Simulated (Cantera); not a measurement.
An isothermal, constant-pressure homogeneous reactor starts with CO : O2 : H2O : N2 = 0.0022 : 0.0023 : 0.0054 : 1 (molar parts), at 1523 K and 760 Torr. Integrator tolerance rtol = 1e-08.

Computed with Cantera and GRI-Mech 3.0 (53 species, 325 reactions).

Q: What does this change do: 0.0023 parts H2 added?

A: 
```json
[
 {"quantity": "x(CO) at 60.0 s", "before": "4.35e-7 (gas-phase equilibrium 4.45e-7)", "after": "2.12e-6 (gas-phase equilibrium 2.34e-6)"},
 {"quantity": "x(O2) at 60.0 s", "before": "0.00119 (gas-phase equilibrium 0.00113)", "after": "4.99e-5 (gas-phase equilibrium 4.07e-5)"},
 {"quantity": "x(H2O) at 60.0 s", "before": "0.00535 (gas-phase equilibrium 0.00535)", "after": "0.00762 (gas-phase equilibrium 0.00762)"},
 {"quantity": "x(O) at 60.0 s", "before": "1.90e-7 (gas-phase equilibrium 1.86e-7)", "after": "3.90e-8 (gas-phase equilibrium 3.52e-8)"},
 {"quantity": "x(HO2) at 60.0 s", "before": "1.09e-9 (gas-phase equilibrium 1.05e-9)", "after": "1.21e-10 (gas-phase equilibrium 1.04e-10)"},
 {"quantity": "x(OH) at 60.0 s", "before": "6.04e-6 (gas-phase equilibrium 5.97e-6)", "after": "3.27e-6 (gas-phase equilibrium 3.10e-6)"},
 {"quantity": "x(NO) at 60.0 s", "before": "1.35e-6 (gas-phase equilibrium 0.000113)", "after": "2.40e-6 (gas-phase equilibrium 2.14e-5)"}
]
```
